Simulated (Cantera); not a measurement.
Input (Python, Cantera) and output of one run.

```python
import numpy as np
import cantera as ct

gas_names = """
    H HO2 H2 H2O H2O2 O OH O2 O3 Ti TiO TiO2
""".split()
cond_names = """
    H2O(s) H2O(L) Ti(a) Ti(b) Ti(L) TiO(a) TiO(b) TiO(L) TiO2(ru) TiO2(L) Ti2O3(a) Ti2O3(b) Ti2O3(L)
    Ti3O5(a) Ti3O5(b) Ti3O5(L) Ti4O7(s) Ti4O7(L)
""".split()


# ... load() reads the species with a 1 bar reference pressure and builds the phases ...
atoms = {
    'Ti': {'Ti': 1},
    'H2O': {'H': 2, 'O': 1},
    'H2': {'H': 2},
}
top_T = {}  # K; cautious upper limits of use, not melting points


# ... equilibrate(T, P, feed) seeds the gas with the atoms and calls Mixture.equilibrate('TP', solver="vcs", rtol=1e-11, max_steps=5000) ...
results = []
T = 2023  # K
P = 12000  # Pa
for m in [23, 74, 130, 180, 230, 280, 330]:
    feed = {'Ti': 1, 'H2O': 3.3, 'H2': m}  # mol
    mix = equilibrate(T, P, feed)
    results.append((T, P, feed, dict(zip(mix.species_names, mix.species_moles))))
    x = sorted(zip(gas.X, gas.species_names), reverse=True)
    print(f"T = {T:g} K  P = {P:g} Pa  n(H2) = {m:g} mol  gas = {mix.phase_moles(0):.4g} mol")
    print("   x: " + "  ".join(f"{s} {v:.3e}" for v, s in x if v > 0.0001))
    print("   condensed (mol): " + ("  ".join(f"{mix.phase(i).name} {mix.phase_moles(i):.4g}"
          for i in range(1, mix.n_phases) if mix.phase_moles(i) > 1e-12) or "none"))
```

Output:

```
T = 2023 K  P = 12000 Pa  n(H2) = 23 mol  gas = 26.37 mol
   x: H2 9.359e-01  H2O 5.874e-02  H 5.304e-03
   condensed (mol): Ti4O7(L) 0.25
T = 2023 K  P = 12000 Pa  n(H2) = 74 mol  gas = 77.51 mol
   x: H2 9.735e-01  H2O 2.106e-02  H 5.409e-03
   condensed (mol): Ti3O5(b) 0.3333
T = 2023 K  P = 12000 Pa  n(H2) = 130 mol  gas = 133.7 mol
   x: H2 9.823e-01  H2O 1.221e-02  H 5.434e-03
   condensed (mol): Ti3O5(b) 0.3332
T = 2023 K  P = 12000 Pa  n(H2) = 180 mol  gas = 183.8 mol
   x: H2 9.857e-01  H2O 8.882e-03  H 5.443e-03
   condensed (mol): Ti3O5(b) 0.3332
T = 2023 K  P = 12000 Pa  n(H2) = 230 mol  gas = 233.9 mol
   x: H2 9.876e-01  H2O 6.979e-03  H 5.448e-03
   condensed (mol): Ti3O5(b) 0.3331
T = 2023 K  P = 12000 Pa  n(H2) = 280 mol  gas = 284.1 mol
   x: H2 9.888e-01  H2O 5.747e-03  H 5.452e-03
   condensed (mol): Ti3O5(b) 0.3331
T = 2023 K  P = 12000 Pa  n(H2) = 330 mol  gas = 334.2 mol
   x: H2 9.897e-01  H 5.454e-03  H2O 4.886e-03
   condensed (mol): Ti3O5(b) 0.333
```

Cantera equilibrium calculation (NASA polynomials, part measured and part estimated; ideal gas, pure solids and liquids). Condensed phases not in the tables: Magnéli phases beyond Ti4O7.
